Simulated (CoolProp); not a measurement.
Vapour-liquid equilibrium of CH2F2 (R32) (1) + R152A (2) at 213.1 K; x and y are mole fractions of (1).

Computed with CoolProp (multi-fluid Helmholtz-energy mixture model, Tillner-Roth 1997 and Outcalt 1996; pair parameters Bell 2016).

Question: Give the bubble pressure and the first vapour's composition at x = 0.35, 0.8, 0.95. Is there an azeotrope?

Answer: x = 0.35: 0.03322 MPa, y = 0.700; x = 0.8: 0.05504 MPa, y = 0.940; x = 0.95: 0.06232 MPa, y = 0.986. No azeotrope shows between x = 0.05 and 0.95.

The pair parameters rest on a limited set of measurements; away from them the model extrapolates.
